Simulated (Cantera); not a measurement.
An adiabatic, constant-volume homogeneous reactor starts with CH₃OH : O₂ : N₂ = 1 : 3.49 : 10.1 (molar parts), at 1023 K and 3750 Torr. Integrator tolerance rtol = 1e-08.

Detailed kinetics in Cantera: GRI-Mech 3.0 (53 species, 325 reactions). GRI-Mech 3.0 was tuned for natural gas; its chemistry of methanol as a main component is partial and can be far from experiment.

```json
[
 {"quantity": "time of steepest temperature rise", "before": "90.8 ms", "after": "39.4 µs"},
 {"quantity": "temperature at 5.00 s", "before": "2404 K", "after": "2721 K"},
 {"quantity": "equilibrium temperature", "before": "2404 K", "after": "2721 K"},
 {"quantity": "x(CH₃OH) at 5.00 s", "before": "<1e-12 (gas-phase equilibrium <1e-12)", "after": "<1e-12 (gas-phase equilibrium <1e-12)"},
 {"quantity": "x(O₂) at 5.00 s", "before": "0.124 (gas-phase equilibrium 0.124)", "after": "0.117 (gas-phase equilibrium 0.117)"},
 {"quantity": "x(CO₂) at 5.00 s", "before": "0.0649 (gas-phase equilibrium 0.0649)", "after": "0.0594 (gas-phase equilibrium 0.0594)"},
 {"quantity": "x(CH₂O) at 5.00 s", "before": "2.19e-12 (gas-phase equilibrium 2.19e-12)", "after": "4.28e-11 (gas-phase equilibrium 4.28e-11)"},
 {"quantity": "x(CH₂) at 5.00 s", "before": "<1e-12 (gas-phase equilibrium <1e-12)", "after": "<1e-12 (gas-phase equilibrium <1e-12)"},
 {"quantity": "x(C₂H₂) at 5.00 s", "before": "<1e-12 (gas-phase equilibrium <1e-12)", "after": "<1e-12 (gas-phase equilibrium <1e-12)"},
 {"quantity": "x(OH) at 5.00 s", "before": "0.00565 (gas-phase equilibrium 0.00565)", "after": "0.0150 (gas-phase equilibrium 0.0150)"}
]
```

Task: Which change was made?
A) pressure from 3750 Torr to 390 Torr
B) initial temperature 1023 to 1548 K
C) pressure from 3750 Torr to 5550 Torr
D) pressure from 3750 Torr to 165 Torr

Result: B, initial temperature 1023 to 1548 K
